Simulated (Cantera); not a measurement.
Charge: 1 mol Al₂O₃, 0.58 mol HCl, 0.077 mol N₂, held at 110000 Pa.

Method: chemical equilibrium by Gibbs-energy minimisation in Cantera with the NASA 1993 tables (ideal gas, pure condensed phases). Candidate condensed phases: Al, AlCl₃, AlN, Al₂O₃, H₂O, NH₄Cl; 45 gas species. Condensed phases not in the tables: AlOCl. Gases not in the tables: Al(OH)₃. Equilibrium is a limit: real reactors are often held back by kinetics, nucleation or transport.

x: gas mole fraction; n: condensed amount in mol.

| T (°C) | x HCl | x N₂ | x H₂O | x AlCl₃ | x Cl | x H₂ | x Cl₂ | n Al₂O₃(s) |
|---|---|---|---|---|---|---|---|---|
| 450 | 0.883 | 0.117 | 2.33e-5 | 1.55e-5 | 3.10e-10 | 6.32e-8 | 6.31e-8 | 1.000 |
| 525 | 0.883 | 0.117 | 6.44e-5 | 4.29e-5 | 4.44e-9 | 2.75e-7 | 2.72e-7 | 1.000 |
| 600 | 0.883 | 0.117 | ? | ? | ? | ? | ? | 1.000 |
| 675 | 0.882 | 0.117 | 0.000301 | 0.000201 | 2.59e-7 | 2.64e-6 | 2.51e-6 | 1.000 |
| 750 | 0.882 | 0.117 | 0.000546 | 0.000364 | 1.26e-6 | 6.51e-6 | 5.89e-6 | 1.000 |
| 825 | 0.881 | 0.117 | 0.000909 | 0.000606 | 4.89e-6 | 1.45e-5 | 1.20e-5 | 1.000 |
| 900 | 0.880 | 0.117 | 0.00141 | 0.000942 | 1.58e-5 | 2.99e-5 | 2.20e-5 | 1.000 |
| 975 | 0.879 | 0.117 | 0.00208 | 0.00139 | 4.39e-5 | 5.81e-5 | 3.62e-5 | 1.000 |
| 1050 | 0.878 | 0.117 | 0.00291 | 0.00194 | 0.000107 | 0.000108 | 5.47e-5 | 0.999 |
| 1125 | 0.876 | 0.117 | 0.00393 | 0.00262 | 0.000234 | 0.000194 | 7.68e-5 | 0.999 |
| 1200 | 0.873 | 0.117 | 0.00513 | 0.00342 | 0.000467 | 0.000335 | 0.000102 | 0.999 |
| 1275 | 0.870 | 0.117 | ? | ? | ? | ? | ? | 0.999 |
| 1350 | 0.867 | 0.117 | 0.00805 | 0.00536 | 0.00150 | 0.000903 | 0.000156 | 0.998 |
| 1425 | 0.862 | 0.117 | 0.00974 | 0.00649 | 0.00246 | 0.00141 | 0.000184 | 0.998 |

Question: Fill in the missing entries.

Answer: 
- 600, x H₂O: 0.000149
- 600, x AlCl₃: 9.94e-5
- 600, x Cl: 4.04e-8
- 600, x H₂: 9.33e-7
- 600, x Cl₂: 9.13e-7
- 1275, x H₂O: 0.00651
- 1275, x AlCl₃: 0.00434
- 1275, x Cl: 0.000863
- 1275, x H₂: 0.000559
- 1275, x Cl₂: 0.000128
